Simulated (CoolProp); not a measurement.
Toluene along the isotherm 346.85 °C: density (kg/m³) from the reference equation and from simpler models built on Tc = 318.6 °C, pc = 4.126 MPa, ω = 0.266; each cubic takes its own stable root.

Values from CoolProp's reference Helmholtz-energy equation of state, Lemmon 2006. It is a short technical equation, of lower accuracy than the large ones.

| p (MPa) | phase | reference |
|---|---|---|
| 0.794 | gas | 15.14 |
| 1.59 | gas | 32.68 |
| 2.38 | gas | 53.44 |
| 3.17 | gas | 79.38 |
| 3.97 | gas | 114.9 |
| 4.76 | supercritical | 170.3 |
| 5.55 | supercritical | 287.5 |
| 6.35 | supercritical | 386.3 |
| 7.14 | supercritical | 425.9 |
| 7.94 | supercritical | 450.3 |
| 8.73 | supercritical | 467.9 |
| 9.52 | supercritical | 481.8 |
| 10.3 | supercritical | 493.3 |

### Question
How far does each simpler model (ideal gas, van der Waals, Redlich-Kwong, Soave-Redlich-Kwong, Peng-Robinson) lie from the reference over these 13 states: mean and median of the absolute difference, and the worst?

### Answer
- ideal gas: mean 48.1 %, median 62.7 %, worst -70.6 % at 346.85 °C and 6.35 MPa
- van der Waals: mean 14.0 %, median 6.4 %, worst -27.3 % at 346.85 °C and 10.3 MPa
- Redlich-Kwong: mean 7.5 %, median 4.8 %, worst -15.4 % at 346.85 °C and 7.14 MPa
- Soave-Redlich-Kwong: mean 10.6 %, median 15.3 %, worst -20.3 % at 346.85 °C and 6.35 MPa
- Peng-Robinson: mean 5.4 %, median 6.7 %, worst -13.7 % at 346.85 °C and 6.35 MPa
